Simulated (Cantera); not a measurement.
An adiabatic, constant-volume homogeneous reactor starts with 22.5 % CH₃OH, 21.1 % O₂, 56.3 % N₂, equivalence ratio 1.6, at 1550 K and 510 Torr.

Computed with Cantera and GRI-Mech 3.0 (53 species, 325 reactions). GRI-Mech 3.0 was tuned for natural gas; its chemistry of methanol as a main component is partial and can be far from experiment.

Question: Predict: time of steepest temperature rise; temperature at 0.600 s; equilibrium temperature; x(O₂) at 0.600 s; x(O) at 0.600 s; x(H₂O₂) at 0.600 s.

Answer: 
```
Quantity                                                             Value
---------------------------------  ---------------------------------------
time of steepest temperature rise                                 0.143 ms
temperature at 0.600 s                                              2954 K
equilibrium temperature                                             2954 K
x(O₂) at 0.600 s                   0.00603 (gas-phase equilibrium 0.00603)
x(O) at 0.600 s                    0.00582 (gas-phase equilibrium 0.00582)
x(H₂O₂) at 0.600 s                 3.75e-7 (gas-phase equilibrium 3.75e-7)
```
